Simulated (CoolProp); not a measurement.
The fluid at 298.15 K and 0.598 MPa (gas) is heated at constant pressure to 423.6 K. The same conditions are run with several fluids, on thermodynamics alone (safety and materials aside).

The numbers come from the reference Helmholtz-energy equation of state of each fluid (CH3F (R41): Lemmon 2006; sulfur hexafluoride: Guder 2009; C2F6 (R116): Lemmon 2006; R143a: Lemmon and Jacobsen 2000; R410A: Lemmon 2003) in CoolProp. Blends and air are pseudo-pure fits.

| fluid | heat (kJ/kg) | final density (kg/m³) |
|---|---|---|
| CH3F (R41) | … | 5.87 |
| sulfur hexafluoride | … | … |
| C2F6 (R116) | … | … |
| R143a | 138 | 14.7 |
| R410A | … | … |

### Question
Some entries are withheld; supply them.

### Answer

- CH3F (R41), heat (kJ/kg): 160
- sulfur hexafluoride, heat (kJ/kg): 96.1
- sulfur hexafluoride, final density (kg/m³): 25.3
- C2F6 (R116), heat (kJ/kg): 110
- C2F6 (R116), final density (kg/m³): 23.8
- R410A, heat (kJ/kg): 120
- R410A, final density (kg/m³): 12.6
